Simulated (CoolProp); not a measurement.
Values from CoolProp's reference Helmholtz-energy equation of state, Akasaka 2024.

Task: For R1132(E), give the phase and the density (kg/m³), fugacity coefficient at 343 K and 6.5 MPa.

Result: 
- 343 K and 6.5 MPa: liquid; density 732, fugacity coefficient 0.509
